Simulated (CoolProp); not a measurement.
Propylene at several states: density (kg/m³) from the reference equation and from simpler models built on Tc = 91.1 °C, pc = 4.555 MPa, ω = 0.146; each cubic takes its own stable root.

Values from CoolProp's reference Helmholtz-energy equation of state, Lemmon 2013.

```
T (°C)  p (MPa)   phase  reference  van der Waals  Redlich-Kwong  Soave-Redlich-Kwong
------  -------  ------  ---------  -------------  -------------  -------------------
251.65     0.24     gas      2.327          2.329          2.328                2.326
38.35      3.61  liquid      490.6          314.2          433.3                444.2
-28.05     21.5  liquid      610.4          407.6          575.4                581.1
182.45    0.339     gas      3.813          3.814          3.816                3.811
```
